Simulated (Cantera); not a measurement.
Thermodynamics of roasting and sulfation, feed FeS + H₂S + H₂O + SO₃

A closed system holds: 1 mol FeS, 0.12 mol H₂S, 7.8 mol H₂O, 2 mol SO₃, held at 263 Torr.

These are equilibrium values from Cantera (NASA tables, ideal gas, pure condensed phases), not measurements of a reactor. Candidate condensed phases: Fe, FeO, Fe(OH)₂, Fe(OH)₃, FeS, FeSO₄, FeS₂, Fe₂O₃, Fe₂(SO₄)₃, Fe₃O₄, H₂O, H₂SO₄, S; 22 gas species. Mutual solubility and eutectic melting of coexisting phases are not modelled. The tables' stoichiometric FeO is somewhat more stable than real wüstite, so its field is too wide. FeO, FeS: taken at fixed stoichiometry. Gases not in the tables: S₃ to S₇. Rates play no part.

```json
[
 {"T (K)": "1100", "x H₂O": "0.730", "x SO₂": "0.234", "x H₂": "0.00427", "x S₂": "0.0146", "x H₂S": "0.0155", "n FeS(s)": "0.153", "n Fe₃O₄(s)": "0.282", "n FeO(s)": "0", "n FeO(l)": "0"},
 {"T (K)": "1200", "x H₂O": "0.723", "x SO₂": "0.230", "x H₂": "0.00865", "x S₂": "0.0207", "x H₂S": "0.0164", "n FeS(s)": "0.0501", "n Fe₃O₄(s)": "0.317", "n FeO(s)": "0", "n FeO(l)": "0"},
 {"T (K)": "1300", "x H₂O": "0.716", "x SO₂": "0.229", "x H₂": "0.0151", "x S₂": "0.0236", "x H₂S": "0.0152", "n FeS(s)": "0", "n Fe₃O₄(s)": "0.333", "n FeO(s)": "0", "n FeO(l)": "0"},
 {"T (K)": "1400", "x H₂O": "0.707", "x SO₂": "0.242", "x H₂": "0.0212", "x S₂": "0.0177", "x H₂S": "0.0102", "n FeS(s)": "0", "n Fe₃O₄(s)": "0", "n FeO(s)": "1.000", "n FeO(l)": "0"},
 {"T (K)": "1500", "x H₂O": "0.697", "x SO₂": "0.245", "x H₂": "0.0303", "x S₂": "0.0164", "x H₂S": "0.00834", "n FeS(s)": "0", "n Fe₃O₄(s)": "0", "n FeO(s)": "1.000", "n FeO(l)": "0"},
 {"T (K)": "1600", "x H₂O": "0.686", "x SO₂": "0.248", "x H₂": "0.0408", "x S₂": "0.0144", "x H₂S": "0.00668", "n FeS(s)": "0", "n Fe₃O₄(s)": "0", "n FeO(s)": "1.000", "n FeO(l)": "0"},
 {"T (K)": "1700", "x H₂O": "0.673", "x SO₂": "0.251", "x H₂": "0.0518", "x S₂": "0.0120", "x H₂S": "0.00519", "n FeS(s)": "0", "n Fe₃O₄(s)": "0", "n FeO(s)": "0", "n FeO(l)": "0.999"}
]
```
x: gas mole fraction; n: condensed amount in mol.

From 1100 K to 1200 K the condensed part is FeS(s) + Fe₃O₄(s). At 1300 K the condensed part is Fe₃O₄(s). From 1400 K to 1600 K the condensed part is FeO(s). At 1700 K the condensed part is FeO(l). The main Fe-bearing gas is Fe(OH)₂ throughout.
